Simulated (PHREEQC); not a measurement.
Na2SO4 is added in steps, without added water, to 1 kg of water holding 0.0062 mol/kgw HF and 0.00088 mol/kgw NaF, at 25 °C. O2 is buffered at 0.21 atm. No CO2 enters from the air. Only these solids could form: Mirabilite.

Base run: PHREEQC, ion-association model, wateq4f.dat. Each further column changes one thing. The table gives NaSO4- (mol/kgw).

| Na2SO4 added (mol) | base | Debye-Hückel limiting law | all activity coefficients set to 1 | Davies equation for every ion | database phreeqc.dat |
|---|---|---|---|---|---|
| 0 | 0 | 0 | 0 | 0 | 0 |
| 0.002625 | 4.79e-5 | 4.52e-5 | 6.90e-5 | 4.76e-5 | 4.78e-5 |
| 0.006562 | 0.000232 | 0.000207 | 0.000380 | 0.000230 | 0.000232 |
| 0.009187 | 0.000412 | 0.000355 | 0.000713 | 0.000409 | 0.000412 |
| 0.01181 | 0.000631 | 0.000525 | 0.00114 | 0.000626 | 0.000631 |
| 0.01444 | 0.000883 | 0.000712 | 0.00165 | 0.000876 | 0.000884 |
| 0.01837 | 0.00132 | 0.00101 | 0.00255 | 0.00131 | 0.00132 |
| 0.021 | 0.00164 | 0.00123 | 0.00325 | 0.00163 | 0.00164 |

 phreeqc.dat and wateq4f.dat share most of their constants, so their agreement is no independent check.
